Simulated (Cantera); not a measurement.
Mixture: C3H8 : O2 : N2 : CO2 = 1 : 3.33 : 12.5 : 0.45 (molar parts), equivalence ratio 1.5, at 19500 Torr, adiabatic and at constant pressure. Ignition delay is the time to a rise of 400 K.

Detailed kinetics in Cantera: GRI-Mech 3.0 (53 species, 325 reactions). GRI-Mech 3.0 was tuned for natural gas; its chemistry of propane as a main component is partial and can be far from experiment. The pressure lies above the range GRI-Mech 3.0 was tuned for (to about 10 atm).

Q: What does this change do: pressure from 19500 Torr to 3080 Torr?

A: 
```csv
quantity,before,after
delay at 1198 K,0.888 ms,3.32 ms
delay at 1348 K,83.6 µs,0.244 ms
delay at 1498 K,12.3 µs,36.6 µs
delay at 1648 K,3.04 µs,10.2 µs
delay at 1798 K,1.15 µs,4.39 µs
apparent activation energy between 1723 and 1873 K,150 kJ/mol,120 kJ/mol
```

Q: What does this change do: constant volume in place of constant pressure?

A: 
```tsv
quantity	before	after
delay at 1198 K	0.888 ms	0.847 ms
delay at 1348 K	83.6 µs	76.9 µs
delay at 1498 K	12.3 µs	10.9 µs
delay at 1648 K	3.04 µs	2.63 µs
delay at 1798 K	1.15 µs	0.971 µs
apparent activation energy between 1723 and 1873 K	150 kJ/mol	150 kJ/mol
```

Q: What does this change do: C3H8 1 to 0.49 parts?

A: 
| quantity | before | after |
|---|---|---|
| delay at 1198 K | 0.888 ms | 0.794 ms |
| delay at 1348 K | 83.6 µs | 80.3 µs |
| delay at 1498 K | 12.3 µs | 12.4 µs |
| delay at 1648 K | 3.04 µs | 3.14 µs |
| delay at 1798 K | 1.15 µs | 1.18 µs |
| apparent activation energy between 1723 and 1873 K | 150 kJ/mol | 150 kJ/mol |
